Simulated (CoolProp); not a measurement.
Vapour-liquid equilibrium of R22 (1) + R152A (2) at 321.4 K; x and y are mole fractions of (1).

The numbers come from the multi-fluid Helmholtz-energy mixture model, Kamei 1995 and Outcalt 1996; pair parameters Bell 2016 in CoolProp.

**Question.** Give the bubble pressure and the first vapour's composition at x = 0.05, 0.8, 0.875. Is there an azeotrope?

**Answer.** x = 0.05: 11.53 bar, y = 0.067; x = 0.8: 16.75 bar, y = 0.858; x = 0.875: 17.44 bar, y = 0.915. No azeotrope shows between x = 0.05 and 0.95.

The pair parameters rest on a limited set of measurements; away from them the model extrapolates.
